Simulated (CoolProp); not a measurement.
Vapour-liquid equilibrium of ethanol (1) + toluene (2) at 0.496 MPa; x and y are mole fractions of (1).

Values from CoolProp's multi-fluid Helmholtz-energy mixture model, Schroeder 2014 and Lemmon 2006; pair parameters Bell 2016.

```
x     bubble temperature (K)  y at the bubble point  dew temperature at overall composition x (K)  liquid density (mol/L)
----  ----------------------  ---------------------  --------------------------------------------  ----------------------
0.05                   433.2                  0.311                                         448.4                   8.003
0.2                    411.7                  0.611                                         439.9                   8.764
0.35                   405.2                  0.695                                         430.7                   9.476
0.5                    402.3                  0.740                                         420.3                   10.30
0.65                   400.4                  0.784                                         408.6                   11.33
0.8                    398.9                  0.848                                         399.9                   12.62
0.95                   398.2                  0.952                                         398.2                   14.24
```

No azeotrope shows between x = 0.05 and 0.95.

Pair parameters are fitted to limited data, so mixtures are less certain than the pure fluids.
